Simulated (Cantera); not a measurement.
An isothermal, constant-pressure homogeneous reactor starts with NO : N2 = 1 : 2.8 (molar parts), at 1650 K and 0.130 bar. Integrator tolerance rtol = 1e-08.

Cantera simulation using GRI-Mech 3.0 (53 species, 325 reactions); the numbers are that mechanism's predictions, not measurements.

Q: What does this change do: NO 1 to 2.4 parts?

A: 
```tsv
quantity	before	after
x(NO) at 100 s	0.184 (gas-phase equilibrium 0.00198)	0.263 (gas-phase equilibrium 0.00247)
x(O) at 100 s	1.48e-5 (gas-phase equilibrium 2.61e-5)	2.33e-5 (gas-phase equilibrium 3.46e-5)
x(NO2) at 100 s	0.000102 (gas-phase equilibrium 1.99e-6)	0.000229 (gas-phase equilibrium 3.29e-6)
x(N2O) at 100 s	1.18e-5 (gas-phase equilibrium 4.42e-8)	2.35e-5 (gas-phase equilibrium 5.19e-8)
x(N2) at 100 s	0.776 (gas-phase equilibrium 0.867)	0.637 (gas-phase equilibrium 0.768)
x(O2) at 100 s	0.0394 (gas-phase equilibrium 0.131)	0.0988 (gas-phase equilibrium 0.230)
```
